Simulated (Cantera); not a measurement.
An isothermal, constant-pressure homogeneous reactor starts with NO : N₂ = 1 : 0.34 (molar parts), at 1550 K and 20000 Pa.

Cantera simulation using GRI-Mech 3.0 (53 species, 325 reactions); the numbers are that mechanism's predictions, not measurements.

Task: Predict: x(NO) at 50.0 s; x(NO₂) at 50.0 s; x(O₂) at 50.0 s; x(O) at 50.0 s; x(N₂) at 50.0 s; x(N₂O) at 50.0 s.

Result: 
| Quantity | Value |
|---|---|
| x(NO) at 50.0 s | 0.591 (gas-phase equilibrium 0.00185) |
| x(NO₂) at 50.0 s | 0.000737 (gas-phase equilibrium 5.07e-6) |
| x(O₂) at 50.0 s | 0.0769 (gas-phase equilibrium 0.372) |
| x(O) at 50.0 s | 5.12e-6 (gas-phase equilibrium 1.07e-5) |
| x(N₂) at 50.0 s | 0.331 (gas-phase equilibrium 0.626) |
| x(N₂O) at 50.0 s | 0.000114 (gas-phase equilibrium 4.45e-8) |
